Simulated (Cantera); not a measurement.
Mixture: 21.8 % CO, 0.588 % H2, 9.80 % CH4, 14.2 % O2, 53.6 % N2, equivalence ratio 2.2, at 3980 Torr, adiabatic and at constant pressure. Ignition delay is the time to a rise of 400 K.

Cantera simulation using GRI-Mech 3.0 (53 species, 325 reactions); the numbers are that mechanism's predictions, not measurements.

Task: Predict: delay at 1100 K; delay at 1200 K; delay at 1300 K; delay at 1400 K; delay at 1500 K; delay at 1600 K; apparent activation energy between 1400 and 1600 K.

Result: 
* **delay at 1100 K**: 63.2 ms
* **delay at 1200 K**: 16.0 ms
* **delay at 1300 K**: 4.45 ms
* **delay at 1400 K**: 1.35 ms
* **delay at 1500 K**: 0.446 ms
* **delay at 1600 K**: 0.164 ms
* **apparent activation energy between 1400 and 1600 K**: 200 kJ/mol
